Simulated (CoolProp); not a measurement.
Vapour-liquid equilibrium of cis-2-butene (1) + acetone (2) at 0.335 MPa; x and y are mole fractions of (1).

Model: multi-fluid Helmholtz-energy mixture model, Lemmon 2005 and Lemmon 2006; pair parameters Bell 2016, in CoolProp.

Question: Give the bubble temperature and the first vapour's composition at x = 0.35, 0.55, 0.95. Is there an azeotrope?

Answer: x = 0.35: 53.4 °C, y = 0.783; x = 0.55: 47.2 °C, y = 0.852; x = 0.95: 40.4 °C, y = 0.971. No azeotrope shows between x = 0.05 and 0.95.

The pair parameters rest on a limited set of measurements; away from them the model extrapolates.
